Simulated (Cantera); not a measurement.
A closed system holds: 1 mol Pb, 0.066 mol CO2, 4.2 mol CO, held at 2000 K and 248 Torr.

Cantera equilibrium calculation (NASA polynomials, part measured and part estimated; ideal gas, pure solids and liquids). Candidate condensed phases: C, Pb, PbO, PbO2, Pb3O4; 15 gas species. Rates play no part.

Base state: CO 0.798, Pb 0.190, CO2 0.0125, PbO 6.18e-5, Pb2 5.78e-5 (mole fractions); condensed: gas only.

What changes in the equilibrium state with this change: temperature from 2000 K to 873 K?


```tsv
species	before	after
CO2	0.0125	0.600
CO	0.798	0.400
Pb	0.190	1.93e-6
PbO	6.18e-5	<1e-9
Pb2	5.78e-5	<1e-9
C(graphite), mol	0	1.56
Pb(l), mol	0	1.000
```

What changes in the equilibrium state with this change: temperature from 2000 K to 1550 K?


| species | before | after |
|---|---|---|
| CO | 0.798 | 0.868 |
| Pb | 0.190 | 0.119 |
| CO2 | 0.0125 | 0.0136 |
| PbO | 6.18e-5 | 2.74e-6 |
| Pb2 | 5.78e-5 | 6.76e-5 |
| Pb(l), mol | 0 | 0.425 |
